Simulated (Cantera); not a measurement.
A Cantera script and its output.

```python
import numpy as np
import cantera as ct

gas = ct.Solution("gri30.yaml")
gas.TPX = 1950, 100000, {'NO': 1, 'N2': 5.8}
inlet = ct.Reservoir(gas, clone=True)

reactor = ct.IdealGasConstPressureReactor(gas, energy="off", clone=False)
exhaust = ct.Reservoir(gas, clone=True)
tau = [0.38, 0.18, 0.082, 0.039, 0.018, 0.0084, 0.0039][0]
for a, b in ((inlet, reactor), (reactor, exhaust)):
    ct.MassFlowController(a, b, mdot=lambda t: reactor.mass / tau)
net = ct.ReactorNet([reactor])
show = ['NO', 'NO2', 'O', 'O2', 'N2', 'N2O']

rows = []
print(f"{'tau/s':>10s}{'T/K':>9s}" + "".join(f"{s:>11s}" for s in show))
for tau in [0.38, 0.18, 0.082, 0.039, 0.018, 0.0084, 0.0039]:
    net.initial_time = 0.0
    net.advance(30 * tau)
    before = gas.X
    net.advance(40 * tau)
    drift = np.max(np.abs(gas.X - before) / (gas.X + 1e-9))
    rows.append([gas.T, *gas[show].X, drift])
    print(f"{tau:10.3e}{gas.T:9.1f}" + "".join(f"{x:11.3e}" for x in gas[show].X))
```

Result:

```
     tau/s      T/K         NO        NO2          O         O2         N2        N2O
 3.800e-01   1950.0  1.313e-01  5.294e-05  4.581e-05  7.805e-03  8.608e-01  8.021e-06
 1.800e-01   1950.0  1.394e-01  4.364e-05  3.590e-05  3.787e-03  8.568e-01  9.041e-06
 8.200e-02   1950.0  1.435e-01  3.648e-05  2.940e-05  1.712e-03  8.547e-01  9.572e-06
 3.900e-02   1950.0  1.454e-01  3.223e-05  2.582e-05  7.942e-04  8.538e-01  9.755e-06
 1.800e-02   1950.0  1.463e-01  2.931e-05  2.345e-05  3.481e-04  8.533e-01  9.718e-06
 8.400e-03   1950.0  1.467e-01  2.669e-05  2.141e-05  1.463e-04  8.531e-01  9.440e-06
 3.900e-03   1950.0  1.469e-01  2.308e-05  1.864e-05  5.440e-05  8.530e-01  8.813e-06
```

Model: GRI-Mech 3.0 (53 species, 325 reactions), integrated in Cantera.
